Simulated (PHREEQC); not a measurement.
Consider water at 25 °C with 32 mmol/kgw H2SeO4, 140 mmol/kgw H2SO4 and 0.035 mmol/kgw FeCl3. Closed to the air; pH follows from the charge balance.

Model: ion-association model, wateq4f.dat, run in PHREEQC.

Precipitation was switched off in this run.

Task: What pH, ionic strength does the model give?

Result: pH 0.80; ionic strength 0.229 mol/kgw.

Task: In which forms is S present?

Result: HSO4- 86 %, SO4-2 14 % of the S.
